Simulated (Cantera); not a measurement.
Feed: 1 mol Si, 0.67 mol H2O, 200 mol N2, 0.19 mol O2, at 2073.15 K and 0.280 bar.

Method: chemical equilibrium by Gibbs-energy minimisation in Cantera with the NASA 1993 tables (ideal gas, pure condensed phases). Candidate condensed phases: H2O, Si, SiO2, Si2N2O, Si3N4; 35 gas species. Equilibrium is a limit: real reactors are often held back by kinetics, nucleation or transport.

Base state: N2 0.992, SiO 0.00496, H2 0.00294, H 0.000270, H2O 0.000242 (mole fractions); condensed: gas only.

Q: What changes in the equilibrium state with this change: temperature from 2073.15 K to 1998 K?

A: 
```csv
species,before,after
N2,0.992,0.992
SiO,0.00496,0.00487
H2,0.00294,0.00308
H,0.000270,0.000168
H2O,0.000242,0.000158
"SiO2(l), mol",0,0.0177
```
The tables hold silica as quartz up to 1696 K and as liquid above; real silica turns to tridymite and cristobalite and melts near 1996 K.
